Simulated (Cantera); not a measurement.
Input: 1 mol C, 1.6 mol H2, at 150 Torr.

Method: chemical equilibrium by Gibbs-energy minimisation in Cantera with the NASA 1993 tables (ideal gas, pure condensed phases). Candidate condensed phases: C, C6H6, C7H8, C8H18; 76 gas species. The numbers say what is thermodynamically allowed, not how fast it happens.

x: gas mole fraction; n: condensed amount in mol.

```
T (K)   x H2       x H  x C2H2 (acetylene)     x CH4    x CH3  n C(graphite)
-----  -----  --------  ------------------  --------  -------  -------------
1400   0.999   1.09e-5             2.52e-6  0.000862  1.88e-7          0.999
1475   0.999   2.90e-5             6.66e-6  0.000581  3.40e-7          0.999
1550   1.000   7.04e-5             1.60e-5  0.000406  5.81e-7          0.999
1625   1.000  0.000158             3.55e-5  0.000294  9.44e-7          0.999
1700   0.999       [?]                 [?]       [?]      [?]          0.999
1775   0.999       [?]                 [?]       [?]      [?]          0.999
1850   0.998   0.00120            0.000261  0.000131  3.17e-6          0.999
1925   0.997   0.00213            0.000457  0.000104  4.45e-6          0.998
2000   0.996   0.00363            0.000765   8.41e-5  6.07e-6          0.997
2075   0.993   0.00593             0.00123   6.91e-5  8.08e-6          0.996
```

**Question.** Fill in the missing entries.

**Answer.** 
- 1700, x H: 0.000329
- 1700, x C2H2 (acetylene): 7.34e-5
- 1700, x CH4: 0.000219
- 1700, x CH3: 1.47e-6
- 1775, x H: 0.000647
- 1775, x C2H2 (acetylene): 0.000142
- 1775, x CH4: 0.000167
- 1775, x CH3: 2.19e-6
